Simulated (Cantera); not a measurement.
## Hydrocarbon pyrolysis for carbon deposition

A perfectly stirred reactor is fed with 3.57 % CH4, 96.4 % N2, at 1.00 bar; it is held at 1775 K, and followed from long to short residence time.

Cantera simulation using GRI-Mech 3.0 (53 species, 325 reactions); the numbers are that mechanism's predictions, not measurements. GRI-Mech 3.0 stops at C3 and has no aromatics, soot or wall deposition, so with more carbon than oxygen in the feed, carbon stays in small species such as C2H2 where larger ones or solid carbon would form.

| τ (s) | x CH4 | x C2H4 | x C2H | x C2H2 | x H2 | x H |
|---|---|---|---|---|---|---|
| 2.2 | 0.00134 | 2.53e-5 | 1.65e-7 | 0.0165 | 0.0497 | 6.32e-5 |
| 0.71 | 0.00235 | 2.94e-5 | 1.59e-7 | 0.0160 | 0.0482 | 6.09e-5 |
| 0.22 | 0.00418 | 4.45e-5 | 1.49e-7 | 0.0151 | 0.0455 | 5.70e-5 |
| 0.071 | 0.00716 | 9.11e-5 | 1.33e-7 | 0.0136 | 0.0411 | 5.11e-5 |
| 0.023 | 0.0118 | 0.000224 | 1.10e-7 | 0.0112 | 0.0341 | 4.28e-5 |
| 0.0072 | 0.0182 | 0.000552 | 7.91e-8 | 0.00765 | 0.0243 | 3.20e-5 |
| 0.0023 | 0.0253 | 0.00103 | 4.28e-8 | 0.00366 | 0.0134 | 2.00e-5 |
| 0.00073 | 0.0316 | 0.000893 | 1.07e-8 | 0.000697 | 0.00428 | 8.34e-6 |
| 0.00023 | 0.0349 | 0.000139 | 6.23e-10 | 2.25e-5 | 0.000560 | 2.05e-6 |
x: mole fraction; the columns are a selection and need not sum to one.
